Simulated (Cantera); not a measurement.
## Equilibrium for oxide etching and cleaning by halides: SiO2 + HBr + O2

Feed: 1 mol SiO2, 37 mol HBr, 16 mol O2, held at 19.0 mbar.

These are equilibrium values from Cantera (NASA tables, ideal gas, pure condensed phases), not measurements of a reactor. Candidate condensed phases: Br2, H2O, Si, SiO2; 28 gas species. The tables hold silica as quartz up to 1696 K and as liquid above; real silica turns to tridymite and cristobalite and melts near 1996 K. The numbers say what is thermodynamically allowed, not how fast it happens.

From 600 °C to 1350 °C the condensed part is SiO2(β-quartz). At 1425 °C the condensed part is SiO2(condensed).

```csv
T (°C),x Br,x H2O,x Br2,x O2,x HBr,x OH,x O,n SiO2(β-quartz),n SiO2(condensed)
600,0.00484,0.417,0.415,0.155,0.00733,3.42e-8,5.43e-12,1.00,0
675,0.0138,0.411,0.404,0.156,0.0153,2.00e-7,8.52e-11,1.00,0
750,0.0335,0.399,0.382,0.158,0.0281,8.93e-7,8.97e-10,1.00,0
825,0.0701,0.380,0.345,0.159,0.0457,3.22e-6,6.85e-9,1.00,0
900,0.128,0.356,0.291,0.158,0.0663,9.73e-6,4.03e-8,1.00,0
975,0.206,0.327,0.224,0.157,0.0861,2.54e-5,1.91e-7,1.00,0
1050,0.293,0.300,0.153,0.153,0.101,5.88e-5,7.55e-7,1.00,0
1125,0.371,0.279,0.0935,0.148,0.108,0.000124,2.56e-6,1.00,0
1200,0.429,0.267,0.0523,0.144,0.108,0.000246,7.68e-6,1.00,0
1275,0.466,0.261,0.0281,0.140,0.104,0.000461,2.07e-5,1.00,0
1350,0.489,0.259,0.0151,0.137,0.0989,0.000820,5.11e-5,1.00,0
1425,0.503,0.259,0.00833,0.135,0.0930,0.00139,0.000117,0,1.000
```
x: gas mole fraction; n: condensed amount in mol.
